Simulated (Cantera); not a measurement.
What does this Cantera script print?

```python
import numpy as np
import cantera as ct

gas = ct.Solution("gri30.yaml")
gas.TPX = 750, 330000, {'CH4': 1, 'H2': 0.67, 'O2': 4.97, 'N2': 18.4}
inlet = ct.Reservoir(gas, clone=True)
gas.equilibrate("HP")  # start burning
reactor = ct.IdealGasConstPressureReactor(gas, energy="on", clone=False)
exhaust = ct.Reservoir(gas, clone=True)
tau = [0.39, 0.16, 0.061, 0.024, 0.0095, 0.0037, 0.0015, 0.00058, 0.00023, 8.9e-05][0]
for a, b in ((inlet, reactor), (reactor, exhaust)):
    ct.MassFlowController(a, b, mdot=lambda t: reactor.mass / tau)
net = ct.ReactorNet([reactor])
show = ['CH4', 'H2', 'O2', 'CH3', 'O']

rows = []
print(f"{'tau/s':>10s}{'T/K':>9s}" + "".join(f"{s:>11s}" for s in show))
for tau in [0.39, 0.16, 0.061, 0.024, 0.0095, 0.0037, 0.0015, 0.00058, 0.00023, 8.9e-05]:
    net.initial_time = 0.0
    net.advance(30 * tau)
    before = gas.X
    net.advance(40 * tau)
    drift = np.max(np.abs(gas.X - before) / (gas.X + 1e-9))
    rows.append([gas.T, *gas[show].X, drift])
    print(f"{tau:10.3e}{gas.T:9.1f}" + "".join(f"{x:11.3e}" for x in gas[show].X))
```

Result:

```
     tau/s      T/K        CH4         H2         O2        CH3          O
 3.900e-01   1827.5  1.299e-06  1.673e-05  1.065e-01  2.913e-07  3.381e-05
 1.600e-01   1827.1  2.839e-06  2.186e-05  1.065e-01  6.429e-07  4.081e-05
 6.100e-02   1825.9  6.099e-06  3.384e-05  1.065e-01  1.396e-06  5.759e-05
 2.400e-02   1823.8  1.188e-05  5.739e-05  1.065e-01  2.719e-06  9.120e-05
 9.500e-03   1820.2  2.207e-05  1.022e-04  1.065e-01  4.948e-06  1.551e-04
 3.700e-03   1813.7  4.071e-05  1.875e-04  1.066e-01  8.703e-06  2.750e-04
 1.500e-03   1803.2  7.311e-05  3.368e-04  1.068e-01  1.456e-05  4.762e-04
 5.800e-04   1783.9  1.379e-04  6.205e-04  1.074e-01  2.482e-05  8.266e-04
 2.300e-04   1751.2  2.692e-04  1.118e-03  1.087e-01  4.267e-05  1.325e-03
 8.900e-05   1691.6  6.162e-04  2.104e-03  1.118e-01  8.197e-05  1.837e-03
```

Computed with Cantera and GRI-Mech 3.0 (53 species, 325 reactions).
